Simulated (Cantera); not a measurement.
Cantera with NASA thermochemical tables; ideal gases at 1 bar, condensed phases pure. Values are per mole of reaction as written; species without (g) are pure solids or liquids, kept so even where they would boil at 1 bar.

Al₂Cl₆(g) → 2 Cl₂(g) + 2 AlCl(g)

```
T (K)  ΔH° (kJ)  ΔS° (J/K)  ΔG° (kJ)  log10 K
-----  --------  ---------  --------  -------
300      1192.8      426.9    1064.7  -185.38
823      1178.2      399.4     849.5   -53.91
898      1176.0      396.8     819.6   -47.67
973      1173.7      394.4     790.0   -42.41
1048     1171.4      392.1     760.5   -37.90
1123     1169.2      390.0     731.1   -34.01
1198          …          …         …        …
1273          …          …         …        …
1348          …          …         …        …
1423          …          …         …        …
```

### Question
Complete the blanks.

### Answer

- 1198, ΔH° (kJ): 1166.9
- 1198, ΔS° (J/K): 388.1
- 1198, ΔG° (kJ): 702.0
- 1198, log10 K: -30.61
- 1273, ΔH° (kJ): 1164.6
- 1273, ΔS° (J/K): 386.2
- 1273, ΔG° (kJ): 672.9
- 1273, log10 K: -27.61
- 1348, ΔH° (kJ): 1162.3
- 1348, ΔS° (J/K): 384.5
- 1348, ΔG° (kJ): 644.0
- 1348, log10 K: -24.96
- 1423, ΔH° (kJ): 1160.0
- 1423, ΔS° (J/K): 382.8
- 1423, ΔG° (kJ): 615.2
- 1423, log10 K: -22.58
